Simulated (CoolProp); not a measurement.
Saturation properties of benzene (Tc = 562.0 K, pc = 4906 kPa, ω = 0.211).

Model: reference Helmholtz-energy equation of state, Thol 2012, in CoolProp.

| T (K) | p (kPa) | enthalpy of vaporisation (kJ/kg) | vapour Z | surface tension (mN/m) | vapour viscosity (µPa s) |
|---|---|---|---|---|---|
| 333 | 51.98 | 408.5 | 0.9791 | 23.7 | 8.39 |
| 344.2 | 76.10 | 400.3 | 0.9723 | 22.2 | 8.65 |
| 355.5 | 108.6 | 392.0 | 0.9642 | 20.8 | 8.92 |
| 366.7 | 150.8 | 383.5 | 0.9548 | 19.4 | 9.18 |
| 378 | 205.1 | 374.7 | 0.9439 | 18.0 | 9.44 |
| 389.2 | 272.6 | 365.7 | 0.9315 | 16.7 | 9.70 |
| 400.4 | 355.8 | 356.4 | 0.9176 | 15.3 | 9.96 |
| 411.7 | 457.9 | 346.7 | 0.9018 | 14.0 | 10.2 |
| 422.9 | 579.4 | 336.6 | 0.8845 | 12.7 | 10.5 |
| 434.2 | 724.9 | 325.8 | 0.8651 | 11.4 | 10.8 |

It boils at 353.2 K under 1 atm.

Viscosity comes from a separate model (Avgeri 2014). Surface tension comes from a separate correlation (Mulero 2012).
